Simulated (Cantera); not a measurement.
What does this Cantera script print?

```python
import numpy as np
import cantera as ct

gas_names = [...]  # 118 gases of nasa_gas.yaml made of C, Cl, F, H
cond_names = """
    C(gr) C6H6(L) C7H8(L) C8H18(L),n-octa
""".split()


# ... load() reads the species with a 1 bar reference pressure and builds the phases ...
atoms = {
    'C2F6': {'C': 2, 'F': 6},
    'HCl': {'H': 1, 'CL': 1},
    'H2': {'H': 2},
}
top_T = {'C(gr)': 4500}  # K; cautious upper limits of use, not melting points


# ... equilibrate(T, P, feed) seeds the gas with the atoms and calls Mixture.equilibrate('TP', solver="vcs", rtol=1e-11, max_steps=5000) ...
results = []
feed = {'C2F6': 1, 'HCl': 0.15, 'H2': 0.54}  # mol
P = 4200  # Pa
for T in [2275, 2350, 2425, 2500, 2575, 2650, 2725, 2800, 2875, 2950]:
    mix = equilibrate(T, P, feed)
    results.append((T, P, feed, dict(zip(mix.species_names, mix.species_moles))))
    x = sorted(zip(gas.X, gas.species_names), reverse=True)
    print(f"T = {T:g} K  P = {P:g} Pa  gas = {mix.phase_moles(0):.4g} mol")
    print("   x: " + "  ".join(f"{s} {v:.3e}" for v, s in x if v > 0.001))
    print("   condensed (mol): " + ("  ".join(f"{mix.phase(i).name} {mix.phase_moles(i):.4g}"
          for i in range(1, mix.n_phases) if mix.phase_moles(i) > 1e-12) or "none"))
```

Result:

```
T = 2275 K  P = 4200 Pa  gas = 3.096 mol
   x: HF 3.969e-01  CF4 2.537e-01  CF2 2.012e-01  F 8.666e-02  CL 4.786e-02  CF3 1.170e-02  CF 1.316e-03
   condensed (mol): C(gr) 0.5506
T = 2350 K  P = 4200 Pa  gas = 3.38 mol
   x: HF 3.636e-01  CF2 2.654e-01  CF4 1.759e-01  F 1.350e-01  CL 4.398e-02  CF3 1.296e-02  CF 2.693e-03
   condensed (mol): C(gr) 0.4549
T = 2425 K  P = 4200 Pa  gas = 3.729 mol
   x: HF 3.297e-01  CF2 3.134e-01  F 1.955e-01  CF4 1.036e-01  CL 3.995e-02  CF3 1.241e-02  CF 5.030e-03
   condensed (mol): C(gr) 0.3794
T = 2500 K  P = 4200 Pa  gas = 4.089 mol
   x: CF2 3.299e-01  HF 3.006e-01  F 2.628e-01  CF4 5.117e-02  CL 3.648e-02  CF3 1.018e-02  CF 8.582e-03
   condensed (mol): C(gr) 0.3644
T = 2575 K  P = 4200 Pa  gas = 4.413 mol
   x: F 3.308e-01  CF2 3.139e-01  HF 2.786e-01  CL 3.383e-02  CF4 2.170e-02  CF 1.351e-02  CF3 7.305e-03
   condensed (mol): C(gr) 0.426
T = 2650 K  P = 4200 Pa  gas = 4.69 mol
   x: F 3.956e-01  CF2 2.771e-01  HF 2.621e-01  CL 3.185e-02  CF 1.993e-02  CF4 8.276e-03  CF3 4.755e-03
   condensed (mol): C(gr) 0.5435
T = 2725 K  P = 4200 Pa  gas = 4.936 mol
   x: F 4.545e-01  HF 2.489e-01  CF2 2.318e-01  CL 3.027e-02  CF 2.790e-02  CF4 2.952e-03  CF3 2.896e-03
   condensed (mol): C(gr) 0.6838
T = 2800 K  P = 4200 Pa  gas = 5.163 mol
   x: F 5.056e-01  HF 2.378e-01  CF2 1.860e-01  CF 3.739e-02  CL 2.895e-02  CF3 1.679e-03  CF4 1.007e-03
   condensed (mol): C(gr) 0.8186
T = 2875 K  P = 4200 Pa  gas = 5.374 mol
   x: F 5.470e-01  HF 2.282e-01  CF2 1.443e-01  CF 4.823e-02  CL 2.781e-02  C3 1.845e-03
   condensed (mol): C(gr) 0.9234
T = 2950 K  P = 4200 Pa  gas = 5.573 mol
   x: F 5.774e-01  HF 2.197e-01  CF2 1.087e-01  CF 6.010e-02  CL 2.682e-02  C3 4.318e-03
   condensed (mol): C(gr) 0.9717
```

These are equilibrium values from Cantera (NASA tables, ideal gas, pure condensed phases), not measurements of a reactor. The feed counts by its element totals alone. The tables' values for C2F4 are old estimates; treat these amounts as uncertain. Gases not in the tables: C2F6 and larger saturated fluorocarbons.
